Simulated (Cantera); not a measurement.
# Ignition delay

Mixture: C₃H₈ : O₂ : N₂ = 1 : 4.55 : 17.1 (molar parts), equivalence ratio 1.1, at 1.00 bar, adiabatic and at constant pressure. Ignition delay is the time to a rise of 400 K.

Model: GRI-Mech 3.0 (53 species, 325 reactions), integrated in Cantera. GRI-Mech 3.0 was tuned for natural gas; its chemistry of propane as a main component is partial and can be far from experiment.

| T0 (K) | delay (ms) |
|---|---|
| 1100 | 56.0 |
| 1200 | 6.28 |
| 1300 | 0.994 |
| 1400 | 0.234 |
| 1500 | 0.0788 |
| 1600 | 0.0353 |
| 1700 | 0.0195 |

The apparent activation energy between 1500 and 1700 K comes out as 150 kJ/mol.
